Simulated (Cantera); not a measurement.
Equilibrium for metals in furnace atmospheres: Pb + H2O + CO

Feed: 1 mol Pb, 10 mol H2O, 0.52 mol CO, equilibrated at 1800000 Pa.

Method: chemical equilibrium by Gibbs-energy minimisation in Cantera with the NASA 1993 tables (ideal gas, pure condensed phases). Candidate condensed phases: C, C6H6, C7H8, C8H18, H2O, Pb, PbO, PbO2, Pb3O4; 113 gas species. Gases not in the tables: (PbO)n polymers. Kinetics and transport are ignored.

```csv
T (°C),log p H2O,log p CO2,log p H2,log p Pb,log p CO,log p PbO,n Pb(l)
577,1.21,-0.06,-0.06,-6.50,-1.82,<-10,1.00
677,1.21,-0.06,-0.06,-5.30,-1.59,-9.92,1.000
777,1.21,-0.07,-0.07,-4.33,-1.42,-8.31,1.000
877,1.21,-0.08,-0.08,-3.54,-1.29,-6.97,1.000
977,1.21,-0.08,-0.08,-2.87,-1.19,-5.86,0.999
1077,1.21,-0.09,-0.09,-2.31,-1.10,-4.90,0.997
1177,1.21,-0.10,-0.10,-1.83,-1.03,-4.08,0.991
1277,1.21,-0.11,-0.11,-1.41,-0.98,-3.37,0.977
1377,1.21,-0.11,-0.11,-1.04,-0.93,-2.74,0.945
1477,1.21,-0.12,-0.12,-0.72,-0.89,-2.19,0.882
1577,1.20,-0.14,-0.12,-0.43,-0.86,-1.70,0.764
1677,1.19,-0.15,-0.12,-0.17,-0.82,-1.28,0.552
```
log p: log10 of the partial pressure in bar; n: condensed amount in mol.

From 577 °C to 1677 °C the condensed part is Pb(l).
